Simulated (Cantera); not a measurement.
Charge: 1 mol SiH₄, 0.058 mol O₂, 1.1 mol H₂, at 10000 Pa.

Equilibrium computed with Cantera from the NASA thermochemical tables; the gas is ideal and each condensed phase is pure. Candidate condensed phases: H₂O, Si, SiO₂; 18 gas species. Mutual solubility and eutectic melting of coexisting phases are not modelled. The tables hold silica as quartz up to 1696 K and as liquid above; real silica turns to tridymite and cristobalite and melts near 1996 K. Gases not in the tables: Si₂H₆ and higher silanes. Rates play no part.

**Question.** Which condensed phases are stable at each of these points (T (K)): 1175, 1250, 1325, 1400, 1475, 1550, 1625, 1700?

**Answer.** 
| T (K) | condensed phases | Si condensed (%) |
|---|---|---|
| 1175 | Si(s) + SiO₂(β-quartz) | 100.0 |
| 1250 | Si(s) + SiO₂(β-quartz) | 100.0 |
| 1325 | Si(s) + SiO₂(β-quartz) | 100.0 |
| 1400 | Si(s) + SiO₂(β-quartz) | 99.8 |
| 1475 | Si(s) + SiO₂(β-quartz) | 99.0 |
| 1550 | Si(s) + SiO₂(β-quartz) | 96.1 |
| 1625 | Si(s) | 88.4 |
| 1700 | Si(l) | 88.4 |

From 1175 K to 1550 K the condensed part is Si(s) + SiO₂(β-quartz). At 1625 K the condensed part is Si(s). At 1700 K the condensed part is Si(l).
